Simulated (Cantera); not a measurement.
## Nitride etching: Si3N4 + HCl + H2

Charge: 1 mol Si3N4, a varied amount of HCl, 150 mol H2, at 825 K and 8.90e-5 bar.

These are equilibrium values from Cantera (NASA tables, ideal gas, pure condensed phases), not measurements of a reactor. Candidate condensed phases: NH4Cl, Si, Si3N4; 28 gas species. Rates play no part.

From 7.4 mol HCl to 49 mol HCl the condensed part is Si3N4(s). The main Si-bearing gas is SiCl4 throughout. The share of Si in condensed phases is highest at 7.4 mol HCl (99.5 %) and lowest at 49 mol HCl (62.3 %).

| n(HCl) (mol) | log p H2 | log p HCl | log p SiCl4 | log p N2 | log p SiHCl3 | n Si3N4(s) |
|---|---|---|---|---|---|---|
| 7.4 | -4.07 | -5.38 | -8.05 | -8.21 | -9.65 | 0.995 |
| 13 | -4.09 | -5.16 | -7.49 | -7.66 | -9.33 | 0.980 |
| 19 | -4.10 | -5.01 | -7.13 | -7.30 | -9.12 | 0.952 |
| 25 | -4.12 | -4.91 | -6.87 | -7.04 | -8.98 | 0.911 |
| 31 | -4.13 | -4.84 | -6.68 | -6.85 | -8.88 | 0.857 |
| 37 | -4.14 | -4.78 | -6.53 | -6.70 | -8.79 | 0.791 |
| 43 | -4.15 | -4.74 | -6.40 | -6.58 | -8.73 | 0.713 |
| 49 | -4.17 | -4.70 | -6.30 | -6.47 | -8.67 | 0.623 |
log p: log10 of the partial pressure in bar; n: condensed amount in mol.
